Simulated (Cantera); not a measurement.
## Equilibrium for tantalum, niobium, vanadium and zirconium in process gases: V + N2 + H2

Charge: 1 mol V, 0.39 mol N2, 180 mol H2, equilibrated at 750 Torr.

These are equilibrium values from Cantera (NASA tables, ideal gas, pure condensed phases), not measurements of a reactor. Candidate condensed phases: V, VN; 11 gas species. Mutual solubility and eutectic melting of coexisting phases are not modelled. VN: taken at fixed stoichiometry. Condensed phases not in the tables: V2N, N, O or C dissolved in the metal. Kinetics and transport are ignored.

| T (K) | x H2 | x H | x V | x N2 | x NH3 | n V(s) | n VN(s) | n V(l) |
|---|---|---|---|---|---|---|---|---|
| 848 | 1.00 | 1.90e-11 | <1e-12 | <1e-12 | 2.59e-12 | 0.220 | 0.780 | 0 |
| 1048 | 1.00 | 7.73e-9 | <1e-12 | <1e-12 | 1.92e-10 | 0.220 | 0.780 | 0 |
| 1248 | 1.00 | 4.67e-7 | <1e-12 | 4.99e-10 | 3.44e-9 | 0.220 | 0.780 | 0 |
| 1448 | 1.000 | 9.22e-6 | 2.05e-11 | 1.37e-7 | 2.70e-8 | 0.220 | 0.780 | 0 |
| 1648 | 1.000 | 8.90e-5 | 3.47e-9 | 9.41e-6 | 1.27e-7 | 0.223 | 0.777 | 0 |
| 1848 | 0.999 | 0.000530 | 1.90e-7 | 0.000253 | 4.20e-7 | 0.311 | 0.689 | 0 |
| 2048 | 0.996 | 0.00223 | 4.68e-6 | 0.00216 | 8.58e-7 | 0.999 | 0 | 0 |
| 2248 | 0.990 | 0.00731 | 6.20e-5 | 0.00215 | 6.37e-7 | 0 | 0 | 0.989 |
| 2448 | 0.978 | 0.0197 | 0.000491 | 0.00214 | 4.91e-7 | 0 | 0 | 0.910 |
| 2648 | 0.950 | 0.0453 | 0.00280 | 0.00211 | 3.82e-7 | 0 | 0 | 0.481 |
| 2848 | 0.901 | 0.0917 | 0.00526 | 0.00205 | 2.94e-7 | 0 | 0 | 0 |
x: gas mole fraction; n: condensed amount in mol.

From 848 K to 1848 K the condensed part is V(s) + VN(s). At 2048 K the condensed part is V(s). From 2248 K to 2648 K the condensed part is V(l). At 2848 K nothing is condensed.
